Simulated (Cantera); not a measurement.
A closed system holds: 1 mol TiO₂, 110 mol H₂, 10 mol N₂, held at 0.100 bar.

Method: chemical equilibrium by Gibbs-energy minimisation in Cantera with the NASA 1993 tables (ideal gas, pure condensed phases). Candidate condensed phases: H₂O, Ti, TiN, TiO, TiO₂, Ti₂O₃, Ti₃O₅, Ti₄O₇; 27 gas species. Kinetics and transport are ignored.

Q: At 2173 K, list the 5 most abundant gas species with their mole fractions, and the condensed phases.

A: H₂ 0.900, N₂ 0.0827, H 0.0145, H₂O 0.00278, TiO 4.38e-5. Condensed: Ti₃O₅(l).
